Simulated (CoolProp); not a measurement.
The fluid at 378.58 K and 0.356 MPa flows at 0.067 m/s in a round tube of 12.7 mm bore and 0.25 µm roughness, fully developed (64/Re and Nu = 3.66 if laminar; Colebrook and Gnielinski if turbulent). The same conditions are run with several fluids, on thermodynamics alone (safety and materials aside).

Values from CoolProp's reference Helmholtz-energy equation of state of each fluid (methane: Setzmann 1991; R227EA: Lemmon 2016; R152A: Outcalt 1996; R123: Younglove 1994; n-butane: Bücker 2006).

Q: Rank methane, R227EA, R152A, R123, n-butane by Reynolds number, highest first.

A: R123 (1170), R227EA (1150), n-butane (624), R152A (465), methane (113)

| fluid | Darcy friction factor | pressure drop (Pa/m) | heat-transfer coefficient (W/(m² K)) | mass flow (kg/h) |
|---|---|---|---|---|
| methane | 0.565 | 0.182 | 13.4 | 0.0556 |
| R227EA | 0.0554 | 0.197 | 5.67 | 0.613 |
| R152A | 0.138 | 0.188 | 6.38 | 0.236 |
| R123 | 0.0548 | 0.180 | 4.06 | 0.567 |
| n-butane | 0.103 | 0.125 | 7.41 | 0.211 |

Transport values come from each fluid's own correlations; those of R227EA, R152A are estimates that may be off by 10 % or more.
